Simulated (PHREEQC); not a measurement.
1.1 g of hydrous ferric oxide (600 m²/g; 0.2 weak and 0.005 strong sites per Fe, Dzombak-Morel constants, diffuse double layer) in 1 kg of water with 0.1 mol/kgw of an inert sodium salt and 0.00093 mol ZnCl2, at 25 °C; the pH is set by adding NaOH or the inert anion's acid. O2 is buffered at 0.21 atm. The system is closed to CO2. No solid was allowed to form.

Base run: PHREEQC, ion-association model, wateq4f.dat. Each further column changes one thing. The table gives surface charge σ (C/m²).

```json
[
 {"pH": "3", "base": "0.364", "background salt from 0.1 to 0.01 mol/kgw": "0.333", "oxide from 1.1 to 5.5 g/kgw": "0.364"},
 {"pH": "3.38", "base": "0.355", "background salt from 0.1 to 0.01 mol/kgw": "0.301", "oxide from 1.1 to 5.5 g/kgw": "0.356"},
 {"pH": "4.12", "base": "0.312", "background salt from 0.1 to 0.01 mol/kgw": "0.217", "oxide from 1.1 to 5.5 g/kgw": "0.314"},
 {"pH": "4.5", "base": "0.274", "background salt from 0.1 to 0.01 mol/kgw": "0.173", "oxide from 1.1 to 5.5 g/kgw": "0.276"},
 {"pH": "5.25", "base": "0.189", "background salt from 0.1 to 0.01 mol/kgw": "0.104", "oxide from 1.1 to 5.5 g/kgw": "0.190"},
 {"pH": "5.62", "base": "0.151", "background salt from 0.1 to 0.01 mol/kgw": "0.079", "oxide from 1.1 to 5.5 g/kgw": "0.151"},
 {"pH": "6.38", "base": "0.098", "background salt from 0.1 to 0.01 mol/kgw": "0.048", "oxide from 1.1 to 5.5 g/kgw": "0.089"},
 {"pH": "6.75", "base": "0.085", "background salt from 0.1 to 0.01 mol/kgw": "0.041", "oxide from 1.1 to 5.5 g/kgw": "0.065"},
 {"pH": "7.5", "base": "0.060", "background salt from 0.1 to 0.01 mol/kgw": "0.027", "oxide from 1.1 to 5.5 g/kgw": "0.028"},
 {"pH": "7.88", "base": "0.044", "background salt from 0.1 to 0.01 mol/kgw": "0.019", "oxide from 1.1 to 5.5 g/kgw": "0.013"},
 {"pH": "8.62", "base": "0.016", "background salt from 0.1 to 0.01 mol/kgw": "0.006", "oxide from 1.1 to 5.5 g/kgw": "-0.013"},
 {"pH": "9", "base": "0.003", "background salt from 0.1 to 0.01 mol/kgw": "0.001", "oxide from 1.1 to 5.5 g/kgw": "-0.028"}
]
```

The oxide is taken as insoluble; below pH 4 it would dissolve.
